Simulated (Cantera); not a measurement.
An isothermal, constant-pressure homogeneous reactor starts with CH₄ : H₂ : O₂ = 0.0026 : 1 : 0.0038 (molar parts), at 2950 K and 33.8 Torr.

Computed with Cantera and GRI-Mech 3.0 (53 species, 325 reactions). Radical loss at walls, strong at low pressure, is not modelled.

One state of this run: x CH₄ = <1e-12; x H₂ = 0.528; x O₂ = 8.07e-7; x H₂O₂ = 8.10e-12; x CO₂ = 1.36e-6; x OH = 0.000745; x C₂H₆ = <1e-12. x: mole fraction; the columns are a selection and need not sum to one.

Which value of t (s) does it belong to?
A. 2.25
B. 0.00711
C. 0.00104
D. 0.000400

A, 2.25
